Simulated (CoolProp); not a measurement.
Properties of R236FA along the isobar 28.5 bar.

The numbers come from the reference Helmholtz-energy equation of state, Pan 2012 in CoolProp.

```csv
T (K),phase,Joule-Thomson coefficient (K/MPa),viscosity (µPa s)
326,liquid,-0.02064,215
331.7,liquid,0.02477,200
337.4,liquid,0.07813,187
343.1,liquid,0.1417,174
348.8,liquid,___,162
354.5,liquid,0.3144,___
360.2,liquid,___,138
365.8,liquid,0.5932,127
371.5,liquid,0.8143,116
377.2,liquid,1.144,105
382.9,liquid,1.700,___
388.6,liquid,2.914,___
394.3,gas,19.49,___
400,gas,16.23,___
```

Q: Some entries are withheld; supply them.

A: 
- 348.8, Joule-Thomson coefficient (K/MPa): 0.2189
- 354.5, viscosity (µPa s): 150
- 360.2, Joule-Thomson coefficient (K/MPa): 0.4360
- 382.9, viscosity (µPa s): 92.8
- 388.6, viscosity (µPa s): 78.8
- 394.3, viscosity (µPa s): 19.9
- 400, viscosity (µPa s): 18.9

Viscosity comes from a separate model (Huber 2003), an estimate that may be off by 10 % or more.
